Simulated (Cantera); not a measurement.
An adiabatic, constant-pressure homogeneous reactor starts with 30.5 % CO, 2.93 % H2, 10.5 % O2, 39.3 % N2, 16.8 % H2O, at 1125 K and 1.01 bar.

Cantera simulation using GRI-Mech 3.0 (53 species, 325 reactions); the numbers are that mechanism's predictions, not measurements.

One state of this run: T (K) = 2494; x CO = 0.130; x H2 = 0.0196; x O2 = 0.00323; x N2O = 8.71e-8; x NO = 0.00210; x H2O = 0.193; x OH = 0.00693. x: mole fraction; the columns are a selection and need not sum to one.

**Question.** Which value of t (s) does it belong to?
A) 0.115
B) 0.000587
C) 3.00e-6
D) 1.12e-5

**Answer.** A, 0.115
